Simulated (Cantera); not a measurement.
A Cantera script and what it prints.

```python
import numpy as np
import cantera as ct

gas_names = """
    AL ALH ALO ALOH ALO2 ALO2H AL2 AL2O AL2O2 H HALO HO2 H2 H2O H2O2 O OH O2 O3
""".split()
cond_names = """
    AL(cr) AL(L) AL2O3(a) AL2O3(L) H2O(s) H2O(L)
""".split()


def load(file, names, dense=False):
    # The tables refer to 1 bar. Condensed volumes are neglected.
    table = {s.name: s for s in ct.Species.list_from_file(file)}
    out = []
    for n in names:
        d = dict(table[n].input_data)
        d["thermo"] = dict(d["thermo"], **{"reference-pressure": 1e5})
        if dense:
            d["equation-of-state"] = {"model": "constant-volume", "density": "1e6 g/cm^3"}
        out.append(ct.Species.from_dict(d))
    return out


gas = ct.Solution(thermo="ideal-gas", species=load("nasa_gas.yaml", gas_names))
cond = {s.name: ct.Solution(thermo="fixed-stoichiometry", species=[s], name=s.name)
        for s in load("nasa_condensed.yaml", cond_names, dense=True)}
atoms = {
    'Al': {'AL': 1},
    'O2': {'O': 2},
    'H2': {'H': 2},
}
top_T = {}  # K; cautious upper limits of use, not melting points


def equilibrate(T, P, feed):
    n = {}
    for name, mol in feed.items():
        for a, k in atoms[name].items():
            n[a] = n.get(a, 0.0) + k * mol
    gas.TPX = T, P, n
    mass = sum(n.values()) * gas.mean_molecular_weight
    gas.equilibrate("TP")
    valid = [c for c in cond.values() if c.min_temp <= T <= top_T.get(c.name, c.max_temp)]
    mix = ct.Mixture([(gas, mass / gas.mean_molecular_weight)] + [(c, 0.0) for c in valid])
    mix.T, mix.P = T, P
    mix.equilibrate("TP", solver="vcs", rtol=1e-11, max_steps=5000)
    return mix


results = []
feed = {'Al': 1, 'O2': 0.59, 'H2': 160}  # mol
P = 680  # Pa
for T in [973, 1073, 1173, 1273, 1373, 1473, 1573, 1673, 1773, 1873, 1973]:
    mix = equilibrate(T, P, feed)
    results.append((T, P, feed, dict(zip(mix.species_names, mix.species_moles))))
    x = sorted(zip(gas.X, gas.species_names), reverse=True)
    print(f"T = {T:g} K  P = {P:g} Pa  gas = {mix.phase_moles(0):.4g} mol")
    print("   x: " + "  ".join(f"{s} {v:.3e}" for v, s in x if v > 1e-05))
    print("   condensed (mol): " + ("  ".join(f"{mix.phase(i).name} {mix.phase_moles(i):.4g}"
          for i in range(1, mix.n_phases) if mix.phase_moles(i) > 1e-12) or "none"))
```

Result:

```
T = 973 K  P = 680 Pa  gas = 160 mol
   x: H2 1.000e+00
   condensed (mol): AL(L) 0.2133  AL2O3(a) 0.3933
T = 1073 K  P = 680 Pa  gas = 160 mol
   x: H2 1.000e+00
   condensed (mol): AL(L) 0.2133  AL2O3(a) 0.3933
T = 1173 K  P = 680 Pa  gas = 160 mol
   x: H2 1.000e+00
   condensed (mol): AL(L) 0.2128  AL2O3(a) 0.3933
T = 1273 K  P = 680 Pa  gas = 160 mol
   x: H2 1.000e+00  AL 2.333e-05
   condensed (mol): AL(L) 0.2072  AL2O3(a) 0.393
T = 1373 K  P = 680 Pa  gas = 160.1 mol
   x: H2 9.996e-01  AL 1.968e-04  AL2O 8.412e-05  H 4.038e-05  ALH 3.362e-05
   condensed (mol): AL(L) 0.1585  AL2O3(a) 0.3888
T = 1473 K  P = 680 Pa  gas = 160.2 mol
   x: H2 9.986e-01  AL 7.291e-04  AL2O 3.913e-04  H 1.533e-04  ALH 8.068e-05
   condensed (mol): AL2O3(a) 0.3724
T = 1573 K  P = 680 Pa  gas = 160.2 mol
   x: H2 9.983e-01  AL 7.899e-04  H 4.926e-04  AL2O 3.611e-04  ALH 5.986e-05
   condensed (mol): AL2O3(a) 0.374
T = 1673 K  P = 680 Pa  gas = 160.3 mol
   x: H2 9.974e-01  H 1.379e-03  AL 8.424e-04  AL2O 3.320e-04  ALH 4.572e-05
   condensed (mol): AL2O3(a) 0.3754
T = 1773 K  P = 680 Pa  gas = 160.5 mol
   x: H2 9.953e-01  H 3.442e-03  AL 8.889e-04  AL2O 3.054e-04  ALH 3.585e-05
   condensed (mol): AL2O3(a) 0.3763
T = 1873 K  P = 680 Pa  gas = 160.8 mol
   x: H2 9.909e-01  H 7.791e-03  AL 9.397e-04  AL2O 2.853e-04  H2O 4.134e-05  ALH 2.904e-05  ALOH 1.429e-05
   condensed (mol): AL2O3(a) 0.375
T = 1973 K  P = 680 Pa  gas = 161.5 mol
   x: H2 9.822e-01  H 1.622e-02  AL 1.038e-03  AL2O 2.858e-04  H2O 2.026e-04  ALOH 3.273e-05  ALH 2.520e-05
   condensed (mol): AL2O3(a) 0.3652
```

Cantera equilibrium calculation (NASA polynomials, part measured and part estimated; ideal gas, pure solids and liquids). Mutual solubility and eutectic melting of coexisting phases are not modelled. The tables' values for AlOH are old estimates; treat these amounts as uncertain.
